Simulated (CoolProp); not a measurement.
Values from CoolProp's reference Helmholtz-energy equation of state, Lemmon 2005.

**Question.** For R125, give the phase and the speed of sound (m/s), conductivity (mW/(m K)) at 226.85 °C and 0.0305 MPa; 226.85 °C and 3.05 MPa; 226.85 °C and 5.43 MPa.

**Answer.** 
- 226.85 °C and 0.0305 MPa: gas; speed of sound 192, conductivity 30.9
- 226.85 °C and 3.05 MPa: gas; speed of sound 184, conductivity 32.4
- 226.85 °C and 5.43 MPa: supercritical; speed of sound 180, conductivity 33.8

Thermal conductivity comes from a separate model (Perkins 2006).
